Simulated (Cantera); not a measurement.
Cantera run:

```python
import numpy as np
import cantera as ct

gas_names = """
    Cr CrN CrO CrO2 CrO3 N NO NO2 NO3 N2 N2O O O2 O3
""".split()
cond_names = """
    Cr(cr) Cr(L) CrN(s) Cr2N(s) Cr2O3(s) Cr2O3(L)
""".split()


# ... load() reads the species with a 1 bar reference pressure and builds the phases ...
atoms = {
    'Cr': {'Cr': 1},
    'N2O': {'N': 2, 'O': 1},
}
top_T = {'CrN(s)': 1900, 'Cr2N(s)': 1900}  # K; cautious upper limits of use, not melting points


# ... equilibrate(T, P, feed) seeds the gas with the atoms and calls Mixture.equilibrate('TP', solver="vcs", rtol=1e-11, max_steps=5000) ...
results = []
feed = {'Cr': 1, 'N2O': 3.8}  # mol
T = 1548  # K
P = 180  # Pa
mix = equilibrate(T, P, feed)
results.append((T, P, feed, dict(zip(mix.species_names, mix.species_moles))))
print(gas.report(threshold=1e-05))
for i in range(1, mix.n_phases):
    print(f"{mix.phase(i).name:16s} {mix.phase_moles(i):12.5e} mol")
```

It prints:

```
       temperature   1548 K
          pressure   180 Pa
           density   0.00040471 kg/m^3
  mean mol. weight   28.938 kg/kmol
   phase of matter   gas

                          1 kg             1 kmol
                     ---------------   ---------------
          enthalpy        1.4077e+06        4.0737e+07  J
   internal energy        9.6294e+05        2.7866e+07  J
           entropy             10501        3.0389e+05  J/K
    Gibbs function       -1.4848e+07       -4.2969e+08  J
 heat capacity c_p            1220.5             35318  J/K
 heat capacity c_v            933.14             27004  J/K

                      mass frac. Y      mole frac. X     chem. pot. / RT
                     ---------------   ---------------   ---------------
                NO         0.0016497          0.001591           -34.182
                N2           0.74235           0.76685           -32.695
                 O        4.7834e-05        8.6521e-05           -17.835
                O2           0.25595           0.23147            -35.67
     [  +10 minor]        6.7228e-06        2.2309e-06

Cr(cr)            0.00000e+00 mol
CrN(s)            0.00000e+00 mol
Cr2N(s)           0.00000e+00 mol
Cr2O3(s)          4.99995e-01 mol
```

Equilibrium computed with Cantera from the NASA thermochemical tables; the gas is ideal and each condensed phase is pure.
